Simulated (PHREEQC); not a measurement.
## Nickel, zinc or cadmium bath (model solution)

Dissolve 0.13 mol/kgw CdCl2, 0.01 mol/kgw NaOH and 0.0048 mol/kgw MnSO4 at 33 °C. Closed to the air; pH follows from the charge balance.

The numbers come from PHREEQC with the ion-association model, wateq4f.dat.

Each row changes one thing in this solution. No solid was allowed to form.

```json
[
 {"case": "as made", "pH": "8.55", "ionic strength (mol/kgw)": "0.160", "CdOHCl (mol/kgw)": "0.00940", "CdCl3- (mol/kgw)": "0.00192", "CdOH+ (mol/kgw)": "0.000439", "Cd2OH+3 (mol/kgw)": "0.000119", "SI of CdOHCl (CdOHCl)": "+1.93", "SI of Halite (NaCl)": "-4.76"},
 {"case": "temperature from 33 to 90 °C", "pH": "___", "ionic strength (mol/kgw)": "0.161", "CdOHCl (mol/kgw)": "0.00614", "CdCl3- (mol/kgw)": "0.00390", "CdOH+ (mol/kgw)": "0.00300", "Cd2OH+3 (mol/kgw)": "0.000525", "SI of CdOHCl (CdOHCl)": "+2.09", "SI of Halite (NaCl)": "-4.91"},
 {"case": "temperature from 33 to 75 °C", "pH": "8.14", "ionic strength (mol/kgw)": "0.160", "CdOHCl (mol/kgw)": "0.00732", "CdCl3- (mol/kgw)": "0.00332", "CdOH+ (mol/kgw)": "0.00207", "Cd2OH+3 (mol/kgw)": "0.000393", "SI of CdOHCl (CdOHCl)": "+2.09", "SI of Halite (NaCl)": "-4.87"},
 {"case": "MnSO4 left out", "pH": "8.54", "ionic strength (mol/kgw)": "0.146", "CdOHCl (mol/kgw)": "0.00943", "CdCl3- (mol/kgw)": "0.00194", "CdOH+ (mol/kgw)": "0.000438", "Cd2OH+3 (mol/kgw)": "0.000116", "SI of CdOHCl (CdOHCl)": "+1.93", "SI of Halite (NaCl)": "-4.76"},
 {"case": "MnSO4 replaced by Na2SO4 at the same molality", "pH": "8.55", "ionic strength (mol/kgw)": "0.157", "CdOHCl (mol/kgw)": "0.00943", "CdCl3- (mol/kgw)": "0.00193", "CdOH+ (mol/kgw)": "0.000437", "Cd2OH+3 (mol/kgw)": "0.000117", "SI of CdOHCl (CdOHCl)": "+1.93", "SI of Halite (NaCl)": "-4.47"},
 {"case": "temperature from 33 to 5 °C", "pH": "___", "ionic strength (mol/kgw)": "0.164", "CdOHCl (mol/kgw)": "0.00982", "CdCl3- (mol/kgw)": "0.00120", "CdOH+ (mol/kgw)": "0.000103", "Cd2OH+3 (mol/kgw)": "4.02e-5", "SI of CdOHCl (CdOHCl)": "+1.73", "SI of Halite (NaCl)": "___"},
 {"case": "MnSO4 from 0.0048 to 0.00048 mol/kgw", "pH": "8.54", "ionic strength (mol/kgw)": "0.148", "CdOHCl (mol/kgw)": "0.00943", "CdCl3- (mol/kgw)": "0.00193", "CdOH+ (mol/kgw)": "0.000438", "Cd2OH+3 (mol/kgw)": "0.000116", "SI of CdOHCl (CdOHCl)": "+1.93", "SI of Halite (NaCl)": "-4.76"},
 {"case": "temperature from 33 to 60 °C", "pH": "8.29", "ionic strength (mol/kgw)": "0.160", "CdOHCl (mol/kgw)": "0.00830", "CdCl3- (mol/kgw)": "0.00277", "CdOH+ (mol/kgw)": "0.00130", "Cd2OH+3 (mol/kgw)": "0.000273", "SI of CdOHCl (CdOHCl)": "+2.05", "SI of Halite (NaCl)": "___"}
]
```

Complete the blanks.


- temperature from 33 to 90 °C, pH: 7.97
- temperature from 33 to 5 °C, pH: 8.83
- temperature from 33 to 5 °C, SI of Halite (NaCl): -4.68
- temperature from 33 to 60 °C, SI of Halite (NaCl): -4.84

Some of these states are supersaturated (in CdOHCl, for instance). Constants without temperature data keep their 25 °C values here.
